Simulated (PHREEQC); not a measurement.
# Phosphoric acid bath

Make-up at 14 °C: 8.6 mmol/kgw H3PO4, 81 mmol/kgw H2SO4 and 63 mmol/kgw ZnSO4. Closed to the air; pH follows from the charge balance.

Model: ion-association model, wateq4f.dat, run in PHREEQC.

Each row changes one thing in this solution. No solid was allowed to form.

```
case                                             pH  ionic strength (mol/kgw)  HSO4- (mol/kgw)  SO4-2 (mol/kgw)  Zn+2 (mol/kgw)  ZnSO4 (mol/kgw)  SI of Goslarite (ZnSO4:7H2O)  SI of Zincite(c) (ZnO)
---------------------------------------------  ----  ------------------------  ---------------  ---------------  --------------  ---------------  ----------------------------  ----------------------
as made                                        1.15                     0.234           0.0742           0.0348          0.0345           0.0219                         -1.93                  -11.41
0.0029 mol/kgw HF added                        1.15                     0.234           0.0742           0.0348          0.0346           0.0219                         -1.93                  -11.41
diluted 5-fold with water                      1.72                    0.0590           0.0105           0.0129         0.00769          0.00439                         -2.63                  -10.76
H3PO4 replaced by K2HPO4 at the same molality  1.21                     0.238           0.0688           0.0374          0.0334           0.0224                         -1.92                  -11.31
H3PO4 from 0.0086 to 0.00774 mol/kgw           1.15                     0.234           0.0742           0.0348          0.0345           0.0219                         -1.93                  -11.41
ZnSO4 from 0.063 to 0.0126 mol/kgw             1.09                     0.145           0.0641           0.0233         0.00735          0.00434                         -2.64                  -12.14
temperature from 14 to 90 °C                   1.40                     0.206            0.111           0.0147          0.0460           0.0158                         -2.82                   -7.37
```

H3PO4, which wateq4f.dat lacks, is added to it with the constant of phreeqc.dat. Constants without temperature data keep their 25 °C values here. The database has no phosphate complexes of Zn.
